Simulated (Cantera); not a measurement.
A Cantera script and its output.

```python
import numpy as np
import cantera as ct

surf = ct.Interface("ptcombust.yaml", "Pt_surf")
gas = surf.adjacent["gas"]
gas.TPX = 875, 500000, {'CH4': 0.005, 'O2': 0.12, 'N2': 0.79, 'H2O': 0.012}
surf.TP = 875, 500000
reactor = ct.FlowReactor(gas, clone=False)
reactor.area = 0.0001  # m2
reactor.surface_area_to_volume_ratio = 3300  # 1/m
reactor.mass_flow_rate = 4.4 * reactor.area * gas.density  # inlet velocity 4.4 m/s
reactor.energy_enabled = False
wall = ct.ReactorSurface(surf, reactor, clone=False)
net = ct.ReactorNet([reactor])
net.rtol, net.atol = 1e-8, 1e-16
show, cover = ['CH4', 'O2', 'H2O', 'CO2', 'CO'], ['PT(S)', 'H(S)', 'O(S)', 'OH(S)', 'CO(S)', 'C(S)']

rows = []
print(f"{'z/m':>9s}{'u/(m/s)':>9s}" + "".join(f"{s:>13s}" for s in show + cover))
for z in [0.0009, 0.0015, 0.0025, 0.0042, 0.007, 0.012, 0.019, 0.032, 0.054, 0.09]:
    net.advance(z)
    rows.append([reactor.speed, *gas[show].X, *surf[cover].coverages])
    print(f"{z:9.4g}{rows[-1][0]:9.3g}" + "".join(f"{x:13.4e}" for x in rows[-1][1:]))
```

Result:

```
      z/m  u/(m/s)          CH4           O2          H2O          CO2           CO        PT(S)         H(S)         O(S)        OH(S)        CO(S)         C(S)
   0.0009      4.4   5.3878e-03   1.2944e-01   1.2957e-02   5.6531e-06   2.9400e-07   3.9891e-02   2.8716e-08   9.5642e-01   3.6778e-03   4.1502e-06   1.3097e-08
   0.0015      4.4   5.3838e-03   1.2943e-01   1.2965e-02   9.4691e-06   4.3928e-07   3.9892e-02   2.8726e-08   9.5642e-01   3.6789e-03   4.1850e-06   1.3089e-08
   0.0025      4.4   5.3772e-03   1.2942e-01   1.2978e-02   1.5888e-05   6.1640e-07   3.9893e-02   2.8742e-08   9.5642e-01   3.6809e-03   4.2261e-06   1.3074e-08
   0.0042      4.4   5.3659e-03   1.2939e-01   1.3000e-02   2.6906e-05   7.9470e-07   3.9896e-02   2.8770e-08   9.5641e-01   3.6841e-03   4.2642e-06   1.3048e-08
    0.007      4.4   5.3474e-03   1.2936e-01   1.3037e-02   4.5176e-05   9.1775e-07   3.9899e-02   2.8814e-08   9.5640e-01   3.6895e-03   4.2829e-06   1.3006e-08
    0.012      4.4   5.3145e-03   1.2929e-01   1.3103e-02   7.7825e-05   9.6587e-07   3.9905e-02   2.8893e-08   9.5639e-01   3.6990e-03   4.2720e-06   1.2931e-08
    0.019      4.4   5.2688e-03   1.2920e-01   1.3194e-02   1.2328e-04   9.6583e-07   3.9913e-02   2.9002e-08   9.5636e-01   3.7122e-03   4.2394e-06   1.2826e-08
    0.032      4.4   5.1848e-03   1.2903e-01   1.3361e-02   2.0673e-04   9.5124e-07   3.9928e-02   2.9201e-08   9.5632e-01   3.7362e-03   4.1758e-06   1.2633e-08
    0.054      4.4   5.0455e-03   1.2876e-01   1.3638e-02   3.4510e-04   9.2614e-07   3.9953e-02   2.9529e-08   9.5626e-01   3.7758e-03   4.0698e-06   1.2312e-08
     0.09      4.4   4.8251e-03   1.2832e-01   1.4077e-02   5.6395e-04   8.8648e-07   3.9993e-02   3.0044e-08   9.5616e-01   3.8377e-03   3.9014e-06   1.1802e-08
```

Cantera simulation using Deutschmann's 1995 Pt surface mechanism with GRI-Mech 3.0 gas chemistry; the numbers are that mechanism's predictions, not measurements. Catalytic surfaces can have several steady states; this one follows from the mechanism file's or the stated starting coverage. Mass transfer to the wall is taken as infinitely fast.
